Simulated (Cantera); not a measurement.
Charge: 1 mol AlCl3, 0.65 mol O2, 7.9 mol H2, equilibrated at 1050 °C and 0.220 bar.

These are equilibrium values from Cantera (NASA tables, ideal gas, pure condensed phases), not measurements of a reactor. Candidate condensed phases: Al, AlCl3, Al2O3, H2O; 29 gas species. The tables' values for AlCl2 are old estimates; treat these amounts as uncertain. The numbers say what is thermodynamically allowed, not how fast it happens.

Base state: H2 0.707, HCl 0.279, AlCl3 0.0143, H2O 4.54e-5, AlCl2 2.24e-5 (mole fractions); condensed: Al2O3(s).

What changes in the equilibrium state with this change: temperature from 1050 °C to 1502 °C?


```
species         before     after
-------------  -------  --------
H2               0.707     0.703
HCl              0.279     0.281
AlCl3           0.0143    0.0116
AlCl           5.82e-7   0.00108
H              2.84e-6  0.000518
Al2O3(s), mol    0.433     0.432
```
